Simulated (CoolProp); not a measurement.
100 sccm (0 °C, 1 atm) of nitrogen bubbles through liquid cyclohexane at 310.7 K and leaves saturated at a total pressure of 0.15 MPa (ideal gas phase). Each further row changes one setting.

The numbers come from the reference Helmholtz-energy equation of state, Zhou 2014 in CoolProp.

| case | vapour pressure (kPa) | mole fraction of vapour | delivery (mg/min) | delivery (sccm) | change of delivery for a bath 1 K warmer (%) |
|---|---|---|---|---|---|
| as stated | 22.3 | 0.149 | 65.6 | 17.5 | 4.9 |
| bath temperature 315.7 K | 27.3 | 0.182 | 83.4 | 22.2 | 4.9 |
| total pressure 0.3 MPa | 22.3 | 0.0744 | 30.2 | 8.04 | 4.5 |
